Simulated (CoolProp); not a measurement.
Vapour-liquid equilibrium of toluene (1) + n-nonane (2) at 0.0701 MPa; x and y are mole fractions of (1).

Values from CoolProp's multi-fluid Helmholtz-energy mixture model, Lemmon 2006 and Lemmon 2006; pair parameters Bell 2016.

Give the bubble temperature and the first vapour's composition at x = 0.275, 0.35, 0.8. Is there an azeotrope?

x = 0.275: 391.8 K, y = 0.574; x = 0.35: 388.3 K, y = 0.653; x = 0.8: 375.2 K, y = 0.915. No azeotrope shows between x = 0.05 and 0.95.

Pair parameters are fitted to limited data, so mixtures are less certain than the pure fluids.
